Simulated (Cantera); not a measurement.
Input: 1 mol SiH2Cl2, 11 mol N2, 0.048 mol Cl2, at 0.780 bar.

These are equilibrium values from Cantera (NASA tables, ideal gas, pure condensed phases), not measurements of a reactor. Candidate condensed phases: NH4Cl, Si, Si3N4; 28 gas species. N2 is the only nitrogen source here; it is nearly inert below about 1500 K, so the nitride shown seldom forms there in practice. Rates play no part.

Over these rows the condensed part is Si3N4(s). Partial pressures as log10 of bar:

```tsv
T (K)	1000/T (1/K)	log p SiCl2	log p N2	log p HCl	log p H2	log p SiCl4
1175	0.8511	-5.39	-0.18	-1.11	-1.61	-1.87
1225	0.8163	-4.89	-0.18	-1.10	-1.62	-1.88
1275	0.7843	?	-0.18	-1.10	-1.63	-1.89
1325	0.7547	-4.00	-0.18	-1.09	-1.64	-1.91
1375	0.7273	-3.61	-0.18	-1.09	-1.65	-1.92
1425	0.7018	-3.26	-0.18	-1.09	-1.65	-1.95
```

Question: Fit log p(SiCl2) = a + b·(1000/T) to the five rows, give the apparent enthalpy, and predict the row at 1275 K.

Answer: Means: 1000/T = 0.7702, log p = -4.230. Sxy = -0.220781, Sxx = 0.0154292, so b = -14.31 and a = -4.230 − (-14.31)×0.7702 = 6.79.
Apparent enthalpy: −19.145 × (-14.31) = 274 kJ/mol. With the condensed phases at unit activity, 1/6 Si3N4(s) + 1/2 SiCl4(g) = SiCl2(g) + 1/3 N2(g) links this pressure to the main gases: over the six rows their terms move log p by -0.04 in all, so the slope is close to that reaction's ΔH°. The five rows lie within 0.01 of the line.
Prediction at 1275 K: 6.79 + (-14.31)×0.7843 = -4.43. The computed value is -4.43, 0.00 from the line.
